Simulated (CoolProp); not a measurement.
The fluid at 540.95 K and 19.6 MPa (liquid) is heated at constant pressure to 554.7 K. The same conditions are run with several fluids, on thermodynamics alone (safety and materials aside).

Values from CoolProp's reference Helmholtz-energy equation of state of each fluid (dimethyl carbonate: Zhou 2011; m-xylene: Zhou 2012; octamethylcyclotetrasiloxane (D4): Thol 2015; tetradecamethylhexasiloxane (MD4M): Thol 2019; p-xylene: Zhou 2012).

Rank dimethyl carbonate, m-xylene, octamethylcyclotetrasiloxane (D4), tetradecamethylhexasiloxane (MD4M), p-xylene by heat (kJ/kg), highest first.

m-xylene (34.6), p-xylene (34.4), dimethyl carbonate (33.0), tetradecamethylhexasiloxane (MD4M) (29.7), octamethylcyclotetrasiloxane (D4) (29.2)

```json
[
 {"fluid": "dimethyl carbonate", "final density (kg/m³)": "727"},
 {"fluid": "m-xylene", "final density (kg/m³)": "655"},
 {"fluid": "octamethylcyclotetrasiloxane (D4)", "final density (kg/m³)": "738"},
 {"fluid": "tetradecamethylhexasiloxane (MD4M)", "final density (kg/m³)": "712"},
 {"fluid": "p-xylene", "final density (kg/m³)": "655"}
]
```
